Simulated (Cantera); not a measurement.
# Gas activation for diamond growth

An isothermal, constant-pressure homogeneous reactor starts with 3.01 % CH4, 97.0 % H2, at 2475 K and 0.110 bar.

Computed with Cantera and GRI-Mech 3.0 (53 species, 325 reactions). GRI-Mech 3.0 stops at C3 and has no aromatics, soot or wall deposition, so with more carbon than oxygen in the feed, carbon stays in small species such as C2H2 where larger ones or solid carbon would form.

```json
[
 {"t (s)": "3.00e-6", "x CH4": "0.0297", "x H2": "0.969", "x CH2": "1.64e-7", "x H": "0.000487", "x C2H4": "3.46e-8", "x C2H2": "9.71e-10", "x C2H": "<1e-12"},
 {"t (s)": "1.66e-5", "x CH4": "0.0284", "x H2": "0.967", "x CH2": "5.84e-6", "x H": "0.00282", "x C2H4": "6.17e-6", "x C2H2": "1.41e-6", "x C2H": "2.76e-10"},
 {"t (s)": "9.17e-5", "x CH4": "0.0218", "x H2": "0.957", "x CH2": "9.55e-5", "x H": "0.0141", "x C2H4": "0.000164", "x C2H2": "0.000799", "x C2H": "7.95e-7"},
 {"t (s)": "0.000507", "x CH4": "0.00432", "x H2": "0.952", "x CH2": "0.000101", "x H": "0.0298", "x C2H4": "2.93e-5", "x C2H2": "0.0110", "x C2H": "2.33e-5"},
 {"t (s)": "0.00280", "x CH4": "0.000250", "x H2": "0.943", "x CH2": "1.47e-5", "x H": "0.0429", "x C2H4": "1.99e-6", "x C2H2": "0.0140", "x C2H": "4.33e-5"},
 {"t (s)": "0.0155", "x CH4": "2.50e-5", "x H2": "0.926", "x CH2": "2.96e-6", "x H": "0.0594", "x C2H4": "1.26e-6", "x C2H2": "0.0141", "x C2H": "6.12e-5"},
 {"t (s)": "0.0856", "x CH4": "1.80e-5", "x H2": "0.920", "x CH2": "2.63e-6", "x H": "0.0656", "x C2H4": "1.12e-6", "x C2H2": "0.0140", "x C2H": "6.78e-5"},
 {"t (s)": "0.473", "x CH4": "1.80e-5", "x H2": "0.920", "x CH2": "2.63e-6", "x H": "0.0656", "x C2H4": "1.12e-6", "x C2H2": "0.0140", "x C2H": "6.78e-5"},
 {"t (s)": "2.62", "x CH4": "1.80e-5", "x H2": "0.920", "x CH2": "2.63e-6", "x H": "0.0656", "x C2H4": "1.12e-6", "x C2H2": "0.0140", "x C2H": "6.78e-5"},
 {"t (s)": "14.5", "x CH4": "1.80e-5", "x H2": "0.920", "x CH2": "2.63e-6", "x H": "0.0656", "x C2H4": "1.12e-6", "x C2H2": "0.0140", "x C2H": "6.78e-5"},
 {"t (s)": "80.0", "x CH4": "1.80e-5", "x H2": "0.920", "x CH2": "2.63e-6", "x H": "0.0656", "x C2H4": "1.12e-6", "x C2H2": "0.0140", "x C2H": "6.78e-5"}
]
```
x: mole fraction; the columns are a selection and need not sum to one.

Equilibrium at this temperature and pressure: CH4 1.82e-5, H2 0.920, CH2 2.66e-6, H 0.0656, C2H4 1.12e-6, C2H2 0.0140, C2H 6.78e-5 (gas phase only).
